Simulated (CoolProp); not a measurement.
CF4 (R14) along the isobar 11900 kPa: Z from the reference equation and from simpler models built on Tc = 227.4 K, pc = 3762 kPa, ω = 0.178; each cubic takes its own stable root.

Model: reference Helmholtz-energy equation of state, Platzer 1990, in CoolProp. This equation is an older, rougher fit; its heat capacities, sound speeds and derivatives of the liquid may be far off and weren't checked against measurements.

```tsv
T (K)	phase	reference	van der Waals	Soave-Redlich-Kwong	Peng-Robinson
181.2	liquid	0.4745	…	0.4817	0.4280
209	liquid	0.4610	0.6320	0.4762	0.4249
236.8	supercritical	0.4777	0.6144	0.5079	0.4585
264.5	supercritical	0.5461	0.6210	0.5923	0.5459
292.3	supercritical	…	0.6534	0.7126	0.6673
320	supercritical	0.7718	0.7065	0.8147	0.7695
347.8	supercritical	…	0.7647	0.8875	…
375.6	supercritical	0.9037	0.8157	0.9385	0.8967
403.3	supercritical	0.9438	0.8566	0.9746	0.9352
431.1	supercritical	0.9741	0.8889	1.001	0.9638
458.8	supercritical	0.9973	0.9143	1.020	0.9852
486.6	supercritical	1.016	0.9346	1.034	1.002
```

Fill in the missing entries.


- 181.2, van der Waals: 0.6738
- 292.3, reference: 0.6650
- 347.8, reference: 0.8489
- 347.8, Peng-Robinson: 0.8437
